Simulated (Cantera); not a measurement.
What does this Cantera script print?

```python
import numpy as np
import cantera as ct

gas_names = """
    H HNO HNO2 HNO3 HO2 H2 H2O H2O2 H2S H2SO4 Mg MgH MgN MgO MgOH MgO2H2 MgS Mg2 N NH NH2 NH3 NH2OH NO
    NO2 NO3 N2 N2H2 N2H4 N2O O OH O2 O3 S SH SN SO SO2 SO3 S2 S2O S8
""".split()
cond_names = """
    H2O(s) H2O(L) H2SO4(L) Mg(cr) Mg(L) MgO(s) MgO(L) MgO2H2(s) MgS(s) MgSO4(s) MgSO4(L) S(cr1) S(cr2)
    S(L)
""".split()


# ... load() reads the species with a 1 bar reference pressure and builds the phases ...
atoms = {
    'MgO': {'Mg': 1, 'O': 1},
    'H2S': {'H': 2, 'S': 1},
    'N2': {'N': 2},
}
top_T = {'MgS(s)': 2250}  # K; cautious upper limits of use, not melting points


# ... equilibrate(T, P, feed) seeds the gas with the atoms and calls Mixture.equilibrate('TP', solver="vcs", rtol=1e-11, max_steps=5000) ...
results = []
feed = {'MgO': 1, 'H2S': 1.3, 'N2': 47}  # mol
T = 1773  # K
P = 1333.22  # Pa
mix = equilibrate(T, P, feed)
results.append((T, P, feed, dict(zip(mix.species_names, mix.species_moles))))
x = sorted(zip(gas.X, gas.species_names), reverse=True)
print(f"T = {T:g} K  P = {P:g} Pa  gas = {mix.phase_moles(0):.4g} mol")
print("   x: " + "  ".join(f"{s} {v:.3e}" for v, s in x if v > 0.0001))
print("   condensed (mol): " + ("  ".join(f"{mix.phase(i).name} {mix.phase_moles(i):.4g}"
      for i in range(1, mix.n_phases) if mix.phase_moles(i) > 1e-12) or "none"))
```

It prints:

```
T = 1773 K  P = 1333.22 Pa  gas = 49.01 mol
   x: N2 9.589e-01  H2 2.481e-02  S2 1.235e-02  Mg 9.132e-04  H2O 7.847e-04  SH 7.081e-04  S 5.728e-04  H 3.881e-04  H2S 3.776e-04  SO 1.283e-04
   condensed (mol): MgO(s) 0.9539
```

Method: chemical equilibrium by Gibbs-energy minimisation in Cantera with the NASA 1993 tables (ideal gas, pure condensed phases).
